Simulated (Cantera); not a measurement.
## Premixed flame

A freely propagating, adiabatic, planar premixed flame of H₂ : O₂ : N₂ = 1 : 0.25 : 0.94 (molar parts), unburnt at 575 K and 1.00 bar; mixture-averaged transport, grid criteria slope 0.08 and curve 0.16, no radiation.

Cantera simulation using the H2/O2 subset of GRI-Mech 3.0, which has no nitrogen chemistry; the numbers are that mechanism's predictions, not measurements. Burning velocities carry a grid error of a few per cent, more on coarse grids.

| z (mm) | T (K) | u (m/s) | x H₂ | x O₂ | x H | x O | x OH | x H₂O |
|---|---|---|---|---|---|---|---|---|
| -1.34 | 575 | 8.40 | 0.457 | 0.114 | <1e-8 | <1e-8 | <1e-8 | <1e-8 |
| -0.894 | 575 | 8.40 | 0.457 | 0.114 | <1e-8 | <1e-8 | <1e-8 | <1e-8 |
| -0.671 | 575 | 8.40 | 0.457 | 0.114 | <1e-8 | <1e-8 | <1e-8 | <1e-8 |
| -0.447 | 575 | 8.40 | 0.457 | 0.114 | 7.27e-8 | <1e-8 | <1e-8 | 1.14e-7 |
| -0.224 | 599 | 8.72 | 0.453 | 0.114 | 0.000338 | 1.39e-5 | 8.47e-5 | 0.00112 |
| -0.112 | 823 | 11.7 | 0.420 | 0.108 | 0.00952 | 0.000331 | 0.000636 | 0.0208 |
| 0 | 1230 | 17.0 | 0.316 | 0.0688 | 0.0529 | 0.00333 | 0.00231 | 0.105 |
| 0.112 | 1503 | 20.6 | 0.225 | 0.0171 | 0.0893 | 0.00358 | 0.00425 | 0.204 |
| 0.224 | 1620 | 22.1 | 0.206 | 0.00331 | 0.0919 | 0.00211 | 0.00467 | 0.232 |
| 0.447 | 1734 | 23.4 | 0.210 | 0.000852 | 0.0800 | 0.00155 | 0.00510 | 0.239 |
| 0.894 | 1853 | 24.8 | 0.220 | 0.000560 | 0.0639 | 0.00116 | 0.00521 | 0.242 |
| 1.79 | 1969 | 26.2 | 0.229 | 0.000345 | 0.0477 | 0.000738 | 0.00480 | 0.245 |
| 3.58 | 2072 | 27.3 | 0.237 | 0.000181 | 0.0334 | 0.000399 | 0.00396 | 0.249 |
x: mole fraction of selected species; z is measured from the peak of heat release.

```
Property                    Result
------------------------  --------
laminar burning velocity  840 cm/s
thermal thickness         0.447 mm
peak x(H)                   0.0930
peak x(O)                  0.00425
peak x(OH)                 0.00522
grid points                    133
```
